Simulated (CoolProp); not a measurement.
Vapour-liquid equilibrium of ethanol (1) + dimethyl carbonate (2) at 7.9 bar; x and y are mole fractions of (1).

Values from CoolProp's multi-fluid Helmholtz-energy mixture model, Schroeder 2014 and Zhou 2011; pair parameters Bell 2016.

```tsv
x	bubble temperature, mixture model (K)	bubble temperature, Raoult's law (K)	y, mixture model	y, Raoult's law
0.05	?	442.2	0.150	0.098
0.15	429.4	437.6	0.345	0.265
0.25	423.8	433.7	0.467	0.403
0.35	?	430.2	0.551	0.519
0.45	417.7	427.2	0.616	0.619
0.55	416.0	424.4	0.672	0.707
0.65	414.9	422.0	?	0.784
0.75	?	419.7	0.782	0.854
0.85	?	417.6	0.850	0.916
0.95	?	415.7	0.941	0.973
```

Problem. Some entries are withheld; supply them.

Solution. 
- 0.05, bubble temperature, mixture model (K): 438.2
- 0.35, bubble temperature, mixture model (K): 420.2
- 0.65, y, mixture model: 0.725
- 0.75, bubble temperature, mixture model (K): 414.1
- 0.85, bubble temperature, mixture model (K): 413.9
- 0.95, bubble temperature, mixture model (K): 414.2

The largest gap from Raoult's law is -10.0 K in bubble temperature, at x = 0.35. y crosses x between x = 0.75 and 0.85: the model has an azeotrope there.

The pair parameters rest on a limited set of measurements; away from them the model extrapolates.
